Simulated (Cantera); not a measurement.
A closed system holds: 1 mol borazine, 26 mol N2, equilibrated at 2000 K.

Equilibrium computed with Cantera from the NASA thermochemical tables; the gas is ideal and each condensed phase is pure. Candidate condensed phases: B, BN; 15 gas species. The feed counts by its element totals alone. Rates play no part.

Task: At 3.20 mbar, list the 3 most abundant gas species with their mole fractions, and the condensed phases.

Result: N2 0.893, H2 0.0985, H 0.00902. Condensed: BN(s).
